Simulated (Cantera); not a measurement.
**Adiabatic ignition**

An adiabatic, constant-pressure homogeneous reactor starts with 26.9 % H2, 7.48 % O2, 62.7 % N2, 2.96 % H2O, equivalence ratio 1.8, at 1300 K and 1.01 bar.

Model: GRI-Mech 3.0 (53 species, 325 reactions), integrated in Cantera.

| t (s) | T (K) | x H2 | x O2 | x H2O | x N2O | x O | x NO |
|---|---|---|---|---|---|---|---|
| 5.00e-6 | 1300 | 0.269 | 0.0748 | 0.0296 | <1e-12 | 6.47e-9 | <1e-12 |
| 1.68e-5 | 1300 | 0.269 | 0.0748 | 0.0296 | <1e-12 | 3.29e-7 | <1e-12 |
| 5.62e-5 | 1637 | 0.0956 | 0.00448 | 0.162 | 1.52e-8 | 0.00510 | 4.06e-6 |
| 0.000189 | 2116 | 0.117 | 0.000697 | 0.182 | 8.54e-9 | 0.00104 | 2.61e-5 |
| 0.000633 | 2270 | 0.124 | 0.000106 | 0.189 | 6.14e-9 | 0.000164 | 3.70e-5 |
| 0.00212 | 2320 | 0.127 | 2.00e-5 | 0.192 | 5.51e-9 | 3.15e-5 | 4.41e-5 |
| 0.00711 | 2327 | 0.127 | 1.33e-5 | 0.192 | 5.44e-9 | 2.12e-5 | 5.30e-5 |
| 0.0239 | 2327 | 0.127 | 1.32e-5 | 0.192 | 5.66e-9 | 2.11e-5 | 7.66e-5 |
| 0.0800 | 2327 | 0.127 | 1.32e-5 | 0.192 | 6.16e-9 | 2.10e-5 | 0.000113 |
| 0.268 | 2326 | 0.127 | 1.32e-5 | 0.192 | 6.31e-9 | 2.10e-5 | 0.000122 |
| 0.900 | 2326 | 0.127 | 1.32e-5 | 0.192 | 6.31e-9 | 2.10e-5 | 0.000122 |
x: mole fraction; the columns are a selection and need not sum to one.

| Quantity | Value |
|---|---|
| time of steepest temperature rise | 49.0 µs |
| temperature at 0.900 s | 2326 K |
| equilibrium temperature | 2326 K |
| x(H2) at 0.900 s | 0.127 (gas-phase equilibrium 0.127) |
| x(O2) at 0.900 s | 1.32e-5 (gas-phase equilibrium 1.32e-5) |
| x(H2O) at 0.900 s | 0.192 (gas-phase equilibrium 0.192) |
